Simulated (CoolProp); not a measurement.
Vapour-liquid equilibrium of toluene (1) + n-decane (2) at 97.35 °C; x and y are mole fractions of (1).

Values from CoolProp's multi-fluid Helmholtz-energy mixture model, Lemmon 2006 and Lemmon 2006; pair parameters Bell 2016.

Give the bubble pressure and the first vapour's composition at x = 0.35, 0.8, 0.95. Is there an azeotrope?

x = 0.35: 0.3185 bar, y = 0.821; x = 0.8: 0.5741 bar, y = 0.964; x = 0.95: 0.6560 bar, y = 0.991. No azeotrope shows between x = 0.05 and 0.95.

The pair parameters rest on a limited set of measurements; away from them the model extrapolates.
